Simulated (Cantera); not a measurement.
A closed system holds: 1 mol n-butane, 0.73 mol NH3, 18 mol N2, equilibrated at 13.3 mbar.

These are equilibrium values from Cantera (NASA tables, ideal gas, pure condensed phases), not measurements of a reactor. Candidate condensed phases: C, C6H6, C7H8, C8H18; 92 gas species. Kinetics and transport are ignored.

At 2200 K, list the 6 most abundant gas species with their mole fractions, and the condensed phases.

N2 0.735, H2 0.227, H 0.0233, HCN 0.0123, HNC 0.000973, C2H2 (acetylene) 0.000583. Condensed: C(graphite).
